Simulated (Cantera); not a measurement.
Feed: 1 mol SiHCl3, 0.19 mol NH3, 20 mol N2, equilibrated at 773 K and 20.0 mbar.

Cantera equilibrium calculation (NASA polynomials, part measured and part estimated; ideal gas, pure solids and liquids). Candidate condensed phases: NH4Cl, Si, Si3N4; 28 gas species. Equilibrium is a limit: real reactors are often held back by kinetics, nucleation or transport.

Base state: N2 0.916, HCl 0.0525, SiCl4 0.0217, H2 0.0102 (mole fractions); condensed: Si3N4(s).

**Question.** What changes in the equilibrium state with this change: pressure from 20.0 mbar to 33.0 Pa?

**Answer.** 
```
species        before    after
-------------  ------  -------
N2              0.916    0.914
HCl            0.0525   0.0592
SiCl4          0.0217   0.0200
H2             0.0102  0.00679
Si3N4(s), mol   0.178    0.190
```

**Question.** What changes in the equilibrium state with this change: temperature from 773 K to 1275 K?

**Answer.** 
| species | before | after |
|---|---|---|
| N2 | 0.916 | 0.913 |
| HCl | 0.0525 | 0.0615 |
| SiCl4 | 0.0217 | 0.0175 |
| H2 | 0.0102 | 0.00553 |
| SiCl2 | <1e-9 | 0.00103 |
| SiCl3 | 7.29e-8 | 0.00166 |
| SiHCl3 | 2.64e-6 | 6.36e-5 |
| Si3N4(s), mol | 0.178 | 0.187 |
The tables' values for SiCl3 are old estimates; treat these amounts as uncertain.
